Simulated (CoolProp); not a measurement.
Vapour-liquid equilibrium of acetone (1) + n-heptane (2) at 316.6 K; x and y are mole fractions of (1).

Values from CoolProp's multi-fluid Helmholtz-energy mixture model, Lemmon 2006 and Span 2003; pair parameters Bell 2016.

```tsv
x	bubble pressure, mixture model (bar)	bubble pressure, Raoult's law (bar)	y, mixture model	y, Raoult's law
0.05	0.2603	0.1684	0.469	0.191
0.15	0.4216	0.2186	0.695	0.443
0.25	0.5144	0.2687	0.766	0.600
0.35	0.5654	0.3189	0.797	0.708
0.45	0.5930	0.3690	0.815	0.786
0.55	0.6093	0.4192	0.827	0.846
0.65	0.6217	0.4694	0.839	0.893
0.75	0.6339	0.5195	0.856	0.931
0.85	0.6456	0.5697	0.886	0.962
0.95	0.6504	0.6198	0.947	0.988
```

The largest gap from Raoult's law is +92.9 % in bubble pressure, at x = 0.15. y crosses x between x = 0.85 and 0.95: the model has an azeotrope there.

The pair parameters rest on a limited set of measurements; away from them the model extrapolates. With so large a gap from Raoult's law the liquid may split in two, which this calculation doesn't test in full.
